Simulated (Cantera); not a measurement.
Formation from one mole of F2

Source: NASA polynomial tables (part measured, part estimated), evaluated in Cantera. Values are per mole of reaction as written; species without (g) are pure solids or liquids, kept so even where they would boil at 1 bar.

Cu + F2(g) ⇌ CuF2

```csv
T (K),ΔH° (kJ),ΔS° (J/K),ΔG° (kJ),log10 K,condensed phases
300,-538.9,-158.4,-491.4,85.55,"Cu(s), CuF2(s)"
1200,-464.1,-81.5,-366.4,15.95,"Cu(s), CuF2(l)"
1250,-462.5,-80.2,-362.3,15.14,"Cu(s), CuF2(l)"
1300,-461.0,-78.9,-358.4,14.40,"Cu(s), CuF2(l)"
1350,-459.5,-77.8,-354.4,13.71,"Cu(s), CuF2(l)"
1400,-471.1,-86.4,-350.2,13.06,"Cu(l), CuF2(l)"
1450,-469.7,-85.4,-345.9,12.46,"Cu(l), CuF2(l)"
```

Cu + F2(g) ⇌ CuF2(g)

```json
[
 {"T (K)": "300", "ΔH° (kJ)": "-267.0", "ΔS° (J/K)": "31.1", "ΔG° (kJ)": "-276.3", "log10 K": "48.11", "condensed phases": "Cu(s)"},
 {"T (K)": "1200", "ΔH° (kJ)": "-274.2", "ΔS° (J/K)": "20.4", "ΔG° (kJ)": "-298.7", "log10 K": "13.00", "condensed phases": "Cu(s)"},
 {"T (K)": "1250", "ΔH° (kJ)": "-274.8", "ΔS° (J/K)": "19.9", "ΔG° (kJ)": "-299.7", "log10 K": "12.52", "condensed phases": "Cu(s)"},
 {"T (K)": "1300", "ΔH° (kJ)": "-275.4", "ΔS° (J/K)": "19.4", "ΔG° (kJ)": "-300.7", "log10 K": "12.08", "condensed phases": "Cu(s)"},
 {"T (K)": "1350", "ΔH° (kJ)": "-276.1", "ΔS° (J/K)": "18.9", "ΔG° (kJ)": "-301.6", "log10 K": "11.67", "condensed phases": "Cu(s)"},
 {"T (K)": "1400", "ΔH° (kJ)": "-289.9", "ΔS° (J/K)": "8.8", "ΔG° (kJ)": "-302.2", "log10 K": "11.27", "condensed phases": "Cu(l)"},
 {"T (K)": "1450", "ΔH° (kJ)": "-290.5", "ΔS° (J/K)": "8.3", "ΔG° (kJ)": "-302.6", "log10 K": "10.90", "condensed phases": "Cu(l)"}
]
```

C + F2(g) ⇌ CF2(g)

```csv
T (K),ΔH° (kJ),ΔS° (J/K),ΔG° (kJ),log10 K
300,-182.0,32.3,-191.7,33.38
1200,-185.1,28.2,-218.9,9.53
1250,-185.4,28.0,-220.3,9.21
1300,-185.6,27.8,-221.7,8.91
1350,-185.9,27.6,-223.1,8.63
1400,-186.2,27.3,-224.5,8.38
1450,-186.5,27.1,-225.9,8.14
```
